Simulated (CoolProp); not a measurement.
Properties of CH3F (R41) along the isobar 19.2 MPa.

The numbers come from the reference Helmholtz-energy equation of state, Lemmon 2006 in CoolProp. It is a short technical equation, of lower accuracy than the large ones.

```tsv
T (K)	phase	cv (kJ/(kg K))	isothermal compressibility (1/MPa)	fugacity coefficient
253.6	liquid	1.194	0.002663	0.07362
258.3	liquid	?	0.002865	0.08333
262.9	liquid	1.190	0.003082	0.09354
267.6	liquid	1.188	0.003328	0.1047
272.3	liquid	1.188	0.003601	0.1166
277	liquid	1.187	0.003905	0.1291
281.7	liquid	1.187	?	0.1424
286.4	liquid	1.188	0.004624	0.1563
291.1	liquid	1.189	0.005050	0.1708
295.7	liquid	1.191	0.005520	0.1857
300.4	liquid	1.193	?	0.2014
305.1	liquid	1.196	0.006677	0.2176
309.8	liquid	?	0.007377	0.2343
314.5	liquid	1.202	0.008176	0.2514
319.2	supercritical	1.206	0.009090	0.2689
323.9	supercritical	1.210	0.01014	0.2867
```

Question: Complete the blanks.

Answer: 
- 258.3, cv (kJ/(kg K)): 1.192
- 281.7, isothermal compressibility (1/MPa): 0.004244
- 300.4, isothermal compressibility (1/MPa): 0.006062
- 309.8, cv (kJ/(kg K)): 1.199
